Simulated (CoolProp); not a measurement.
Propane at several states: fugacity coefficient from the reference equation and from simpler models built on Tc = 369.9 K, pc = 4251 kPa, ω = 0.152; each cubic takes its own stable root.

Model: reference Helmholtz-energy equation of state, Lemmon 2009, in CoolProp.

| T (K) | p (kPa) | phase | reference |
|---|---|---|---|
| 161.9 | 1470 | liquid | 0.0007528 |
| 249.1 | 619 | liquid | 0.3256 |
| 510.3 | 5810 | supercritical | 0.8554 |

Problem. How far does each simpler model (van der Waals, Redlich-Kwong, Peng-Robinson) lie from the reference over these 3 states: mean and median of the absolute difference, and the worst?

Solution. 
- van der Waals: mean 1520.9 %, median 173.8 %, worst +4385.9 % at 161.9 K and 1470 kPa
- Redlich-Kwong: mean 15.9 %, median 20.5 %, worst +25.3 % at 249.1 K and 619 kPa
- Peng-Robinson: mean 3.6 %, median 2.1 %, worst +8.4 % at 161.9 K and 1470 kPa

At some of these states van der Waals gives the other phase, because its saturation line lies elsewhere.
